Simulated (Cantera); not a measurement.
Charge: 1 mol C, 1.9 mol CO2, equilibrated at 0.100 bar.

Method: chemical equilibrium by Gibbs-energy minimisation in Cantera with the NASA 1993 tables (ideal gas, pure condensed phases). Candidate condensed phases: C; 23 gas species. Ions and electrons are included (thermal ionisation). The numbers say what is thermodynamically allowed, not how fast it happens.

x: gas mole fraction; nothing condenses.

| T (K) | x CO | x O | x CO2 | x O2 |
|---|---|---|---|---|
| 3000 | 0.758 | 0.0681 | 0.137 | 0.0362 |
| 3250 | 0.774 | 0.139 | 0.0561 | 0.0310 |
| 3500 | 0.770 | 0.195 | 0.0193 | 0.0156 |
| 3750 | 0.766 | 0.221 | [?] | [?] |
| 4000 | 0.764 | 0.231 | 0.00237 | 0.00240 |
| 4250 | 0.764 | 0.234 | [?] | [?] |
| 4500 | 0.763 | 0.236 | 0.000420 | 0.000450 |
| 4750 | 0.762 | 0.237 | 0.000202 | 0.000220 |
| 5000 | 0.757 | 0.239 | 0.000105 | 0.000117 |

### Question
Some entries are withheld; supply them.

### Answer

- 4250, x CO2: 0.000952
- 4250, x O2: 0.000998
- 3750, x CO2: 0.00654
- 3750, x O2: 0.00618
